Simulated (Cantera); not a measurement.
A closed system holds: 1 mol C₃H₆, 0.011 mol O₂, equilibrated at 0.300 bar.

These are equilibrium values from Cantera (NASA tables, ideal gas, pure condensed phases), not measurements of a reactor. Candidate condensed phases: C, C₆H₆, C₇H₈, C₈H₁₈, H₂O; 110 gas species. Kinetics and transport are ignored. All values below are at 1548 K.

Base state: H₂ 0.992, CO 0.00728, CH₄ 0.000606, H 5.60e-5, C₂H₂ (acetylene) 1.56e-5 (mole fractions); condensed: C(graphite).

### Question
What changes in the equilibrium state with this change: C₃H₆ replaced by C₂H₅OH?

### Answer
| species | before | after |
|---|---|---|
| H₂ | 0.992 | 0.745 |
| CO | 0.00728 | 0.254 |
| CH₄ | 0.000606 | 0.000342 |
| H₂O | 2.66e-6 | 6.98e-5 |
| C₂H₂ (acetylene) | 1.56e-5 | 1.17e-5 |
| H | 5.60e-5 | 4.85e-5 |
| C(graphite), mol | 2.98 | 0.977 |
